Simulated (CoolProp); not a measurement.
Properties of R245fa along the isotherm 440 K (Tc = 427.0 K, pc = 3.651 MPa, ω = 0.378).

Model: reference Helmholtz-energy equation of state, Akasaka 2015, in CoolProp.

```json
[
 {"p (MPa)": "1.01", "phase": "gas", "Joule-Thomson coefficient (K/MPa)": "8.475", "expansivity (1/kK)": "3.182"},
 {"p (MPa)": "2.03", "phase": "gas", "Joule-Thomson coefficient (K/MPa)": "9.884", "expansivity (1/kK)": "4.914"},
 {"p (MPa)": "3.04", "phase": "gas", "Joule-Thomson coefficient (K/MPa)": "11.86", "expansivity (1/kK)": "9.115"},
 {"p (MPa)": "4.06", "phase": "supercritical", "Joule-Thomson coefficient (K/MPa)": "14.22", "expansivity (1/kK)": "31.72"},
 {"p (MPa)": "5.07", "phase": "supercritical", "Joule-Thomson coefficient (K/MPa)": "5.035", "expansivity (1/kK)": "…"},
 {"p (MPa)": "6.08", "phase": "supercritical", "Joule-Thomson coefficient (K/MPa)": "…", "expansivity (1/kK)": "11.40"},
 {"p (MPa)": "7.1", "phase": "supercritical", "Joule-Thomson coefficient (K/MPa)": "1.587", "expansivity (1/kK)": "8.002"},
 {"p (MPa)": "8.11", "phase": "supercritical", "Joule-Thomson coefficient (K/MPa)": "1.168", "expansivity (1/kK)": "6.418"},
 {"p (MPa)": "9.13", "phase": "supercritical", "Joule-Thomson coefficient (K/MPa)": "…", "expansivity (1/kK)": "5.462"}
]
```

### Question
What belongs in the gaps?

### Answer

- 5.07, expansivity (1/kK): 25.45
- 6.08, Joule-Thomson coefficient (K/MPa): 2.415
- 9.13, Joule-Thomson coefficient (K/MPa): 0.9054
